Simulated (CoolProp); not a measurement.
Sulfur hexafluoride at 298.15 K and 1.13 MPa is compressed adiabatically to 6.35 MPa with isentropic efficiency 0.7. Each further row changes one setting.

Computed with CoolProp (reference Helmholtz-energy equation of state, Guder 2009).

```csv
case,work (kJ/kg),final temperature (K),final density (kg/m³)
as stated,33.9,378.4,456
efficiency 1,23.8,369.8,503
efficiency 0.65,36.5,380.7,445
```
